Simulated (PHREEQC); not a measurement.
Consider water at 20 °C with 0.01 mol/kgw HF and 0.00052 mol/kgw (CH3)4NF. Closed to the air; pH follows from the charge balance.

Computed with PHREEQC (ion-association model, wateq4f.dat).

No solid was allowed to form.

Question: What pH does the model give?

Answer: pH 2.67.

Question: In which forms is F present?

Answer: HF 70 %, F- 25 %, H2F2 3.2 %, HF2- 1.4 % of the F.

Species that the database lacks are ignored. (CH3)4N+ isn't in the database: it is added as a free cation with an ion size of 4 Å.
